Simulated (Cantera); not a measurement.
Gas-phase reforming

A perfectly stirred reactor is fed with 20.0 % CH4, 80.0 % H2O, at 10.0 bar; it is held at 1725 K, and followed from long to short residence time.

Detailed kinetics in Cantera: GRI-Mech 3.0 (53 species, 325 reactions).

```
τ (s)    x CH4  x H2O      x O2  x CH2CO       x O
------  ------  -----  --------  -------  --------
1.6     0.0133  0.429  6.62e-11  1.17e-6  1.47e-10
0.84    0.0188  0.444  7.41e-11  2.34e-6  1.52e-10
0.45    0.0248  0.464  8.52e-11  4.36e-6  1.58e-10
0.24    0.0315  0.490  1.01e-10  7.72e-6  1.63e-10
0.13    0.0383  0.520  1.23e-10  1.27e-5  1.69e-10
0.071   0.0454  0.554  1.54e-10  1.93e-5  1.75e-10
0.038   0.0536  0.591  2.01e-10  2.76e-5  1.84e-10
0.021   0.0629  0.627  2.65e-10  3.59e-5  1.97e-10
0.011   0.0754  0.664  3.66e-10  4.37e-5  2.19e-10
0.0061  0.0892  0.693  4.96e-10  4.79e-5  2.50e-10
0.0033   0.106  0.719  6.81e-10  4.79e-5  2.97e-10
```
x: mole fraction; the columns are a selection and need not sum to one.
